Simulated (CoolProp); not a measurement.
Vapour-liquid equilibrium of R125 (1) + fluoroethane (R161) (2) at 0.0143 MPa; x and y are mole fractions of (1).

Computed with CoolProp (multi-fluid Helmholtz-energy mixture model, Lemmon 2005 and Wu 2012; pair parameters Bell 2016).

| x | bubble temperature (K) | y at the bubble point | dew temperature at overall composition x (K) | liquid density (mol/L) |
|---|---|---|---|---|
| 0.05 | 199.9 | 0.075 | 200.0 | 17.74 |
| 0.125 | 199.2 | 0.193 | 199.6 | 17.35 |
| 0.2 | 198.4 | 0.310 | ? | ? |
| 0.275 | 197.5 | 0.419 | 198.6 | ? |
| 0.35 | 196.6 | 0.515 | 198.1 | 16.25 |
| 0.425 | 195.8 | 0.598 | 197.4 | 15.90 |
| 0.5 | 195.0 | 0.669 | 196.7 | 15.57 |
| 0.575 | 194.3 | 0.729 | 196.0 | 15.24 |
| 0.65 | 193.8 | 0.781 | 195.2 | 14.92 |
| 0.725 | 193.3 | ? | 194.4 | 14.61 |
| 0.8 | 192.9 | 0.871 | 193.6 | 14.31 |
| 0.875 | 192.5 | 0.915 | 192.8 | 14.02 |
| 0.95 | 192.2 | ? | ? | 13.74 |

Task: Complete the blanks.

Result: 
- 0.2, dew temperature at overall composition x (K): 199.1
- 0.2, liquid density (mol/L): 16.97
- 0.275, liquid density (mol/L): 16.60
- 0.725, y at the bubble point: 0.827
- 0.95, y at the bubble point: 0.963
- 0.95, dew temperature at overall composition x (K): 192.3

No azeotrope shows between x = 0.05 and 0.95.

The pair parameters rest on a limited set of measurements; away from them the model extrapolates. The gap from Raoult's law changes sign with composition, which may be real or a fault of the pair parameters; it wasn't checked against measurements.
